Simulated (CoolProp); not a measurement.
Water along the isotherm 298.15 °C: Z from the reference equation and from simpler models built on Tc = 373.9 °C, pc = 22.06 MPa, ω = 0.344; each cubic takes its own stable root.

Values from CoolProp's reference Helmholtz-energy equation of state, Wagner 2002.

```csv
p (MPa),phase,reference
0.689,gas,0.9829
1.38,gas,0.9650
2.07,gas,0.9463
2.76,gas,0.9266
3.45,gas,0.9059
4.14,gas,0.8840
4.83,gas,0.8608
5.52,gas,0.8360
6.21,gas,0.8094
6.89,gas,0.7810
7.58,gas,0.7494
8.96,liquid,0.04738
9.65,liquid,0.05092
10.3,liquid,0.05425
11,liquid,0.05782
```

Q: How far does each simpler model (van der Waals, Redlich-Kwong, Soave-Redlich-Kwong, Peng-Robinson) lie from the reference over these 15 states: mean and median of the absolute difference, and the worst?

A: 
- van der Waals: mean 371.9 %, median 6.4 %, worst +1595.9 % at 298.15 °C and 8.96 MPa
- Redlich-Kwong: mean 275.4 %, median 3.5 %, worst +1501.1 % at 298.15 °C and 8.96 MPa
- Soave-Redlich-Kwong: mean 13.3 %, median 2.2 %, worst +45.4 % at 298.15 °C and 8.96 MPa
- Peng-Robinson: mean 8.1 %, median 0.9 %, worst +28.2 % at 298.15 °C and 8.96 MPa

At some of these states van der Waals, Redlich-Kwong gives the other phase, because its saturation line lies elsewhere.
